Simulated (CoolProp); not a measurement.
Vapour-liquid equilibrium of acetone (1) + n-heptane (2) at 407.6 K; x and y are mole fractions of (1).

Computed with CoolProp (multi-fluid Helmholtz-energy mixture model, Lemmon 2006 and Span 2003; pair parameters Bell 2016).

```json
[
 {"x": "0.05", "bubble pressure (MPa)": "0.3388", "y at the bubble point": "0.239", "dew pressure at overall composition x (MPa)": "…", "liquid density (mol/L)": "5.897"},
 {"x": "0.15", "bubble pressure (MPa)": "0.4636", "y at the bubble point": "0.470", "dew pressure at overall composition x (MPa)": "0.3059", "liquid density (mol/L)": "6.172"},
 {"x": "0.25", "bubble pressure (MPa)": "0.5575", "y at the bubble point": "0.585", "dew pressure at overall composition x (MPa)": "0.3433", "liquid density (mol/L)": "6.478"},
 {"x": "0.35", "bubble pressure (MPa)": "0.6282", "y at the bubble point": "0.655", "dew pressure at overall composition x (MPa)": "0.3900", "liquid density (mol/L)": "6.823"},
 {"x": "0.45", "bubble pressure (MPa)": "0.6825", "y at the bubble point": "0.706", "dew pressure at overall composition x (MPa)": "0.4495", "liquid density (mol/L)": "7.218"},
 {"x": "0.55", "bubble pressure (MPa)": "0.7256", "y at the bubble point": "0.749", "dew pressure at overall composition x (MPa)": "…", "liquid density (mol/L)": "7.676"},
 {"x": "0.65", "bubble pressure (MPa)": "0.7613", "y at the bubble point": "0.789", "dew pressure at overall composition x (MPa)": "0.6226", "liquid density (mol/L)": "8.215"},
 {"x": "0.75", "bubble pressure (MPa)": "0.7912", "y at the bubble point": "0.832", "dew pressure at overall composition x (MPa)": "0.7268", "liquid density (mol/L)": "8.857"},
 {"x": "0.85", "bubble pressure (MPa)": "0.8153", "y at the bubble point": "0.884", "dew pressure at overall composition x (MPa)": "0.8009", "liquid density (mol/L)": "…"},
 {"x": "0.95", "bubble pressure (MPa)": "0.8301", "y at the bubble point": "0.954", "dew pressure at overall composition x (MPa)": "0.8297", "liquid density (mol/L)": "10.56"}
]
```

Problem. Fill in the missing entries.

Solution. 
- 0.05, dew pressure at overall composition x (MPa): 0.2755
- 0.55, dew pressure at overall composition x (MPa): 0.5261
- 0.85, liquid density (mol/L): 9.627

No azeotrope shows between x = 0.05 and 0.95.

Pair parameters are fitted to limited data, so mixtures are less certain than the pure fluids.
